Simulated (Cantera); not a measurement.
Standard-state values (1 bar) from the NASA 1993 polynomials, evaluated with Cantera. Values are per mole of reaction as written; species without (g) are pure solids or liquids, kept so even where they would boil at 1 bar.

Si + 2 C₂H₂(g) ⇌ SiH₄(g) + 4 C, with ΔH° = -422.1 kJ and ΔS° = -193.2 J/K at 300 K.

How far is the shortcut ΔG° ≈ ΔH°(300 K) − T·ΔS°(300 K) from the full temperature-dependent value at 1375, 1425, 1475, 1525, 1575, 1625, 1675, 1725, 1775, 1825 K?


```json
[
 {"T (K)": "1375", "shortcut (kJ)": "-156.4", "full (kJ)": "-143.2", "difference (kJ)": "-13.3", "difference in log10 K": "0.50", "condensed phases": "Si(s), C(graphite)"},
 {"T (K)": "1425", "shortcut (kJ)": "-146.8", "full (kJ)": "-133.0", "difference (kJ)": "-13.8", "difference in log10 K": "0.51", "condensed phases": "Si(s), C(graphite)"},
 {"T (K)": "1475", "shortcut (kJ)": "-137.1", "full (kJ)": "-122.8", "difference (kJ)": "-14.3", "difference in log10 K": "0.51", "condensed phases": "Si(s), C(graphite)"},
 {"T (K)": "1525", "shortcut (kJ)": "-127.4", "full (kJ)": "-112.7", "difference (kJ)": "-14.8", "difference in log10 K": "0.51", "condensed phases": "Si(s), C(graphite)"},
 {"T (K)": "1575", "shortcut (kJ)": "-117.8", "full (kJ)": "-102.6", "difference (kJ)": "-15.2", "difference in log10 K": "0.51", "condensed phases": "Si(s), C(graphite)"},
 {"T (K)": "1625", "shortcut (kJ)": "-108.1", "full (kJ)": "-92.4", "difference (kJ)": "-15.7", "difference in log10 K": "0.50", "condensed phases": "Si(s), C(graphite)"},
 {"T (K)": "1675", "shortcut (kJ)": "-98.5", "full (kJ)": "-82.3", "difference (kJ)": "-16.1", "difference in log10 K": "0.50", "condensed phases": "Si(s), C(graphite)"},
 {"T (K)": "1725", "shortcut (kJ)": "-88.8", "full (kJ)": "-71.2", "difference (kJ)": "-17.6", "difference in log10 K": "0.53", "condensed phases": "Si(l), C(graphite)"},
 {"T (K)": "1775", "shortcut (kJ)": "-79.1", "full (kJ)": "-59.7", "difference (kJ)": "-19.5", "difference in log10 K": "0.57", "condensed phases": "Si(l), C(graphite)"},
 {"T (K)": "1825", "shortcut (kJ)": "-69.5", "full (kJ)": "-48.1", "difference (kJ)": "-21.3", "difference in log10 K": "0.61", "condensed phases": "Si(l), C(graphite)"}
]
```
The shortcut ignores heat capacities and the phase changes listed.
